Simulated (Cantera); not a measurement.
A perfectly stirred reactor is fed with 3.34 % C3H8, 18.6 % O2, 69.8 % N2, 8.34 % H2O, at 100000 Pa; it is adiabatic with a 400 K inlet, and is followed from long to short residence time, starting on the burning branch (τ in s: 0.027, 0.0093, 0.0032, 0.0011, 0.00037, 0.00013, 4.3e-05, 1.5e-05, 5e-06).

Model: GRI-Mech 3.0 (53 species, 325 reactions), integrated in Cantera. GRI-Mech 3.0 was tuned for natural gas; its chemistry of propane as a main component is partial and can be far from experiment.

x: mole fraction; the columns are a selection and need not sum to one.

```
τ (s)    T (K)   x C3H8    x O2   x H2O   x CO2       x H     x CO     x OH
-------  -----  -------  ------  ------  ------  --------  -------  -------
0.027     2068  8.29e-7  0.0206   0.204  0.0909  0.000430  0.00539        ?
0.0093    2032  1.99e-6  0.0224   0.201  0.0879  0.000885  0.00813        ?
0.0032    1979  4.60e-6  0.0248   0.198  0.0838   0.00178   0.0118        ?
0.0011    1911  1.07e-5  0.0280   0.193  0.0786   0.00325   0.0164  0.00693
0.00037   1826  2.79e-5  0.0326   0.188  0.0715   0.00513   0.0226  0.00711
0.00013   1711  9.56e-5  0.0413   0.185  0.0580   0.00584   0.0344        ?
4.3e-5     400   0.0334   0.186  0.0834  <1e-12    <1e-12   <1e-12   <1e-12
1.5e-5     400   0.0334   0.186  0.0834  <1e-12    <1e-12   <1e-12   <1e-12
5.0e-6     400   0.0334   0.186  0.0834  <1e-12    <1e-12   <1e-12   <1e-12
```

Question: Some entries are withheld; supply them.

Answer: 
- 0.027, x OH: 0.00413
- 0.0093, x OH: 0.00510
- 0.0032, x OH: 0.00613
- 0.00013, x OH: 0.00581
